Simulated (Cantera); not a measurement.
# Thermodynamics of metals in furnace atmospheres, feed Pb + H2O + CO

A closed system holds: 1 mol Pb, 0.41 mol H2O, 63 mol CO, held at 575 °C.

These are equilibrium values from Cantera (NASA tables, ideal gas, pure condensed phases), not measurements of a reactor. Candidate condensed phases: C, C6H6, C7H8, C8H18, H2O, Pb, PbO, PbO2, Pb3O4; 113 gas species. Equilibrium is a limit: real reactors are often held back by kinetics, nucleation or transport.

```
P (Pa)   log p CO  log p CO2  log p H2O  log p H2  log p Pb  n Pb(l)  n C(graphite)
-------  --------  ---------  ---------  --------  --------  -------  -------------
10          -4.01      -6.19      -8.87     -6.19     -6.52    0.810              0
120         -2.94      -4.51      -7.17     -5.11     -6.52    0.984           1.19
1600        -1.91      -2.46      -4.98     -3.94     -6.52    0.999           11.1
19000       -1.15      -0.93      -3.17     -2.89     -6.52    1.000           23.9
240000      -0.52       0.32      -1.70     -2.05     -6.52    1.000           29.3
3000000      0.05       1.45      -0.47     -1.39     -6.52     1.00           30.9
```
log p: log10 of the partial pressure in bar; n: condensed amount in mol.

At 0.000100 bar the condensed part is Pb(l). From 0.00120 bar to 30.0 bar the condensed part is C(graphite) + Pb(l).
